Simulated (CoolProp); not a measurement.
Vapour pressure (MPa) of water: the reference equation beside estimates from Tc = 373.9 °C, pc = 22.06 MPa, ω = 0.344. Clausius-Clapeyron is anchored at 119.55 °C with a constant enthalpy of vaporisation of 39.69 kJ/mol.

The numbers come from the reference Helmholtz-energy equation of state, Wagner 2002 in CoolProp.

```csv
T (°C),reference,Lee-Kesler,Clausius-Clapeyron,van der Waals,Redlich-Kwong,Soave-Redlich-Kwong,Peng-Robinson
95.05,0.08476,0.07566,0.08722,1.401,0.2530,0.07680,0.08014
99.95,0.1012,0.09131,0.1034,1.517,0.2936,0.09253,0.09619
104.85,0.1203,0.1095,0.1221,1.639,0.3391,0.1109,0.1148
109.75,0.1422,0.1307,0.1435,1.768,0.3899,0.1321,0.1363
114.65,0.1673,0.1551,0.1680,1.904,0.4462,0.1565,0.1610
119.55,0.1959,0.1831,0.1959,2.046,0.5086,0.1846,0.1893
124.45,0.2283,0.2152,0.2275,2.196,0.5774,0.2166,0.2215
129.35,0.2651,0.2516,0.2633,2.352,0.6531,0.2531,0.2580
134.25,0.3065,0.2929,0.3037,2.517,0.7360,0.2943,0.2992
139.15,0.3529,0.3396,0.3491,2.688,0.8265,0.3408,0.3457
144.05,0.4049,0.3919,0.3999,2.868,0.9251,0.3930,0.3977
```

Absolute difference from the reference over all 11 rows, mean and median: Lee-Kesler 6.7 and 6.5 %, Clausius-Clapeyron 1.1 and 0.9 %, van der Waals 998.2 and 944.4 %, Redlich-Kwong 161.2 and 159.6 %, Soave-Redlich-Kwong 5.9 and 5.8 %, Peng-Robinson 3.5 and 3.4 %.
